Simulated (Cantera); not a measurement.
Feed: 1 mol B2O3, 19 mol H2O, 3.1 mol H2, at 0.560 bar.

Equilibrium computed with Cantera from the NASA thermochemical tables; the gas is ideal and each condensed phase is pure. Candidate condensed phases: B, B2O3, B3O3H3, H2O; 23 gas species. Gases not in the tables: H3BO3. The numbers say what is thermodynamically allowed, not how fast it happens.

log p: log10 of the partial pressure in bar; n: condensed amount in mol.

| T (K) | log p H2O | log p H2 | log p HBO2 | log p (HBO2)3 | log p B2O3 | n B2O3(l) |
|---|---|---|---|---|---|---|
| 1075 | -0.32 | -1.10 | -4.11 | -2.20 | -10.03 | 0.623 |
| 1125 | -0.32 | -1.10 | -3.74 | -2.29 | -9.18 | 0.693 |
| 1175 | -0.32 | -1.10 | ___ | ___ | ___ | 0.743 |
| 1225 | -0.32 | -1.10 | -3.09 | -2.45 | -7.69 | 0.777 |
| 1275 | -0.32 | -1.10 | ___ | ___ | ___ | 0.795 |
| 1325 | -0.32 | -1.10 | -2.55 | -2.60 | -6.44 | 0.796 |
| 1375 | -0.32 | -1.11 | -2.30 | -2.67 | -5.88 | 0.775 |
| 1425 | -0.33 | -1.11 | -2.08 | -2.74 | -5.37 | 0.727 |
| 1475 | -0.33 | -1.11 | -1.88 | -2.80 | -4.89 | 0.641 |
| 1525 | -0.34 | -1.11 | -1.69 | -2.87 | -4.45 | 0.506 |
| 1575 | -0.35 | -1.12 | -1.51 | -2.93 | -4.03 | 0.304 |

Question: Complete the blanks.

Answer: 
- 1175, log p HBO2: -3.40
- 1175, log p (HBO2)3: -2.37
- 1175, log p B2O3: -8.40
- 1275, log p HBO2: -2.81
- 1275, log p (HBO2)3: -2.53
- 1275, log p B2O3: -7.04
